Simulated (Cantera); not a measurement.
Cantera run, input and output.

```python
import numpy as np
import cantera as ct

gas = ct.Solution("gri30.yaml")
gas.TPX = 423, 370000, {'CH4': 1, 'C2H6': 0.18, 'C3H8': 0.66, 'O2': 5.39, 'N2': 14, 'H2O': 1.9}
flame = ct.FreeFlame(gas, width=0.016)
flame.set_refine_criteria(ratio=3, slope=0.08, curve=0.16)
flame.transport_model = "mixture-averaged"
flame.solve(loglevel=0, auto=True)
z, T = flame.grid, flame.T
thick = (T[-1] - T[0]) / np.gradient(T, z).max()
show = ['CH4', 'C2H6', 'C3H8', 'H2O2', 'CO2', 'HO2']
print(f"laminar burning velocity  {flame.velocity[0] * 100:.3f} cm/s")
print(f"burnt temperature         {T[-1]:.1f} K")
print(f"thermal thickness         {thick * 1e3:.4f} mm")
print(f"grid points               {len(z)}")
z0 = z[flame.heat_release_rate.argmax()]
print(f"{'z/mm':>9s}{'T/K':>9s}{'u/(m/s)':>9s}" + "".join(f"{s:>11s}" for s in show))
rows = []
for k in (-3, -2, -1.5, -1, -0.5, -0.25, 0, 0.25, 0.5, 1, 2, 4, 8):
    zz = z0 + k * thick
    rows.append([k * thick, np.interp(zz, z, T), np.interp(zz, z, flame.velocity),
                 *(np.interp(zz, z, flame.X[gas.species_index(s)]) for s in show)])
    print(f"{rows[-1][0] * 1e3:9.3f}{rows[-1][1]:9.1f}{rows[-1][2]:9.3f}" + "".join(f"{x:11.3e}" for x in rows[-1][3:]))
```

It prints:

```
laminar burning velocity  77.584 cm/s
burnt temperature         2501.5 K
thermal thickness         0.0926 mm
grid points               152
     z/mm      T/K  u/(m/s)        CH4       C2H6       C3H8       H2O2        CO2        HO2
   -0.278    423.1    0.777  4.319e-02  7.776e-03  2.851e-02  1.939e-08  1.109e-07  4.851e-08
   -0.185    424.2    0.780  4.306e-02  7.759e-03  2.846e-02  3.044e-07  2.523e-06  7.591e-07
   -0.139    430.3    0.794  4.276e-02  7.731e-03  2.837e-02  1.799e-06  2.058e-05  4.569e-06
   -0.093    489.5    0.911  4.113e-02  7.588e-03  2.797e-02  1.572e-05  3.344e-04  4.701e-05
   -0.046    951.5    1.826  3.129e-02  6.091e-03  2.088e-02  7.654e-05  5.810e-03  3.461e-04
   -0.023   1437.6    2.838  2.025e-02  3.335e-03  7.427e-03  4.778e-05  1.602e-02  4.237e-04
    0.000   1889.2    3.802  6.748e-03  2.885e-04  1.832e-04  5.213e-06  3.330e-02  1.909e-04
    0.023   2108.3    4.242  7.826e-04  1.725e-06  9.992e-08  1.355e-06  5.289e-02  3.916e-05
    0.046   2187.5    4.377  4.724e-05  3.897e-09  5.817e-12  8.224e-07  6.807e-02  1.743e-05
    0.093   2267.3    4.500  1.879e-07  9.180e-14  7.857e-19  6.180e-07  8.239e-02  1.021e-05
    0.185   2352.2    4.640  3.015e-11  5.800e-20  1.403e-27  4.625e-07  8.965e-02  6.038e-06
    0.370   2426.3    4.765  1.924e-14  5.842e-26 -6.563e-38  3.374e-07  9.353e-02  3.361e-06
    0.741   2475.3    4.846  2.051e-14 -7.391e-27 -8.104e-38  2.479e-07  9.638e-02  1.939e-06
```

Cantera simulation using GRI-Mech 3.0 (53 species, 325 reactions); the numbers are that mechanism's predictions, not measurements. GRI-Mech 3.0 was tuned for natural gas; its chemistry of propane as a main component is partial and can be far from experiment. Burning velocities carry a grid error of a few per cent, more on coarse grids.
